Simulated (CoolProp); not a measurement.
Properties of decamethyltetrasiloxane (MD2M) along the isotherm 600 K (Tc = 599.4 K, pc = 1.144 MPa, ω = 0.635).

The numbers come from the reference Helmholtz-energy equation of state, Thol 2017 in CoolProp.

```json
[
 {"p (MPa)": "0.00904", "phase": "gas", "density (kg/m³)": "0.5644", "cv (kJ/(kg K))": "2.007", "Joule-Thomson coefficient (K/MPa)": "8.244", "isothermal compressibility (1/MPa)": "110.9", "fugacity coefficient": "0.9975"},
 {"p (MPa)": "0.0153", "phase": "gas", "density (kg/m³)": "0.9570", "cv (kJ/(kg K))": "2.007", "Joule-Thomson coefficient (K/MPa)": "8.269", "isothermal compressibility (1/MPa)": "65.64", "fugacity coefficient": "0.9957"},
 {"p (MPa)": "0.0258", "phase": "gas", "density (kg/m³)": "1.619", "cv (kJ/(kg K))": "2.008", "Joule-Thomson coefficient (K/MPa)": "8.313", "isothermal compressibility (1/MPa)": "39.04", "fugacity coefficient": "0.9928"},
 {"p (MPa)": "0.0435", "phase": "gas", "density (kg/m³)": "2.743", "cv (kJ/(kg K))": "2.008", "Joule-Thomson coefficient (K/MPa)": "8.387", "isothermal compressibility (1/MPa)": "23.28", "fugacity coefficient": "0.9878"},
 {"p (MPa)": "0.0734", "phase": "gas", "density (kg/m³)": "4.668", "cv (kJ/(kg K))": "2.008", "Joule-Thomson coefficient (K/MPa)": "8.518", "isothermal compressibility (1/MPa)": "13.92", "fugacity coefficient": "0.9795"},
 {"p (MPa)": "0.124", "phase": "gas", "density (kg/m³)": "___", "cv (kJ/(kg K))": "2.009", "Joule-Thomson coefficient (K/MPa)": "8.755", "isothermal compressibility (1/MPa)": "8.368", "fugacity coefficient": "___"},
 {"p (MPa)": "0.209", "phase": "gas", "density (kg/m³)": "13.86", "cv (kJ/(kg K))": "2.011", "Joule-Thomson coefficient (K/MPa)": "9.205", "isothermal compressibility (1/MPa)": "5.108", "fugacity coefficient": "0.9421"},
 {"p (MPa)": "0.353", "phase": "gas", "density (kg/m³)": "24.60", "cv (kJ/(kg K))": "___", "Joule-Thomson coefficient (K/MPa)": "10.16", "isothermal compressibility (1/MPa)": "3.200", "fugacity coefficient": "0.9029"},
 {"p (MPa)": "0.595", "phase": "gas", "density (kg/m³)": "45.91", "cv (kJ/(kg K))": "2.023", "Joule-Thomson coefficient (K/MPa)": "12.66", "isothermal compressibility (1/MPa)": "2.171", "fugacity coefficient": "___"},
 {"p (MPa)": "1", "phase": "gas", "density (kg/m³)": "105.9", "cv (kJ/(kg K))": "2.058", "Joule-Thomson coefficient (K/MPa)": "27.07", "isothermal compressibility (1/MPa)": "2.417", "fugacity coefficient": "0.7239"},
 {"p (MPa)": "1.69", "phase": "supercritical", "density (kg/m³)": "452.3", "cv (kJ/(kg K))": "2.082", "Joule-Thomson coefficient (K/MPa)": "3.003", "isothermal compressibility (1/MPa)": "0.1503", "fugacity coefficient": "0.4984"},
 {"p (MPa)": "2.86", "phase": "supercritical", "density (kg/m³)": "499.2", "cv (kJ/(kg K))": "2.063", "Joule-Thomson coefficient (K/MPa)": "1.046", "isothermal compressibility (1/MPa)": "0.05303", "fugacity coefficient": "0.3429"}
]
```

Question: What belongs in the gaps?

Answer: 
- 0.124, density (kg/m³): 8.006
- 0.124, fugacity coefficient: 0.9655
- 0.353, cv (kJ/(kg K)): 2.015
- 0.595, fugacity coefficient: 0.8373
